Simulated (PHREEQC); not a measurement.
A solution holds 0.3 mol MgSO4, 0.019 mol K2SO4 and 1.2 mol LiCl per kg of water, at 25 °C. Closed to the air; pH follows from the charge balance.

All values are PHREEQC results (Pitzer model, pitzer.dat), not measurements.

No solid was allowed to form.

Question: Predict the activity of water, density, osmotic coefficient.

Answer: activity of water 0.947; density 1.061 g/cm³; osmotic coefficient 0.989.
